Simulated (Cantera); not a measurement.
## Si₂H₆ + N₂O + H₂ (silicon oxide and oxynitride deposition)

Charge: 1 mol Si₂H₆, 0.84 mol N₂O, 80 mol H₂, held at 7.40 Pa.

Method: chemical equilibrium by Gibbs-energy minimisation in Cantera with the NASA 1993 tables (ideal gas, pure condensed phases). Candidate condensed phases: H₂O, Si, SiO₂, Si₂N₂O, Si₃N₄; 35 gas species. The feed counts by its element totals alone. Mutual solubility and eutectic melting of coexisting phases are not modelled. Kinetics and transport are ignored.

```tsv
T (K)	log p H₂	log p SiO	log p N₂	log p H	log p Si	log p SiH	log p SiH₂	n Si(s)	n Si₂N₂O(s)
748	-4.13	<-16	<-16	-14.61	<-16	<-16	<-16	0.320	0.840
823	-4.13	<-16	<-16	-13.20	<-16	<-16	<-16	0.320	0.840
898	-4.13	-14.90	-14.91	-12.03	<-16	<-16	-15.59	0.320	0.840
973	-4.13	-13.03	-13.03	-11.03	<-16	<-16	-14.51	0.320	0.840
1048	-4.13	-11.42	-11.42	-10.18	-14.68	-15.09	-13.58	0.320	0.840
1123	-4.13	-10.04	-10.04	-9.44	-13.19	-13.85	-12.78	0.320	0.840
1198	-4.13	-8.82	-8.82	-8.79	-11.89	-12.77	-12.07	0.322	0.838
1273	-4.13	-7.76	-7.76	-8.21	-10.74	-11.82	-11.45	0.340	0.820
1348	-4.13	-6.81	-6.81	-7.70	-9.73	-10.98	-10.90	0.493	0.667
1423	-4.14	-6.13	-6.13	-7.25	-8.82	-10.23	-10.42	1.16	0
```
log p: log10 of the partial pressure in bar; n: condensed amount in mol.

From 748 K to 1348 K the condensed part is Si(s) + Si₂N₂O(s). At 1423 K the condensed part is Si(s).
